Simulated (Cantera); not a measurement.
Charge: 1 mol Si, 2.8 mol NF3, 11 mol N2, held at 100000 Pa.

Equilibrium computed with Cantera from the NASA thermochemical tables; the gas is ideal and each condensed phase is pure. Candidate condensed phases: Si, Si3N4; 16 gas species. Equilibrium is a limit: real reactors are often held back by kinetics, nucleation or transport.

x: gas mole fraction; nothing condenses.

```
T (K)   x N2       x F     x NF3      x F2  x SiF4    x NF2      x NF
-----  -----  --------  --------  --------  ------  -------  --------
623    0.825   7.02e-6     0.103  0.000751  0.0707  2.31e-9    <1e-12
773    0.821  0.000731    0.0900    0.0183  0.0699  2.01e-7    <1e-12
923    0.800    0.0127    0.0343    0.0871  0.0659  2.25e-6    <1e-12
1073   0.772       ___       ___       ___  0.0624      ___       ___
1223   0.737     0.145  0.000294    0.0580  0.0595  4.36e-6  1.64e-10
1373   0.711     0.211   1.57e-5    0.0206  0.0573  2.22e-6   1.18e-9
1523   0.701     0.236       ___       ___  0.0565      ___       ___
1673   0.698     0.244   6.62e-8   0.00200  0.0563  3.71e-7   1.45e-8
```

Question: Complete the blanks.

Answer: 
- 1523, x NF3: 8.61e-7
- 1523, x F2: 0.00614
- 1523, x NF2: 8.91e-7
- 1523, x NF: 4.84e-9
- 1073, x F: 0.0612
- 1073, x NF3: 0.00399
- 1073, x F2: 0.101
- 1073, x NF2: 4.80e-6
- 1073, x NF: 8.85e-12
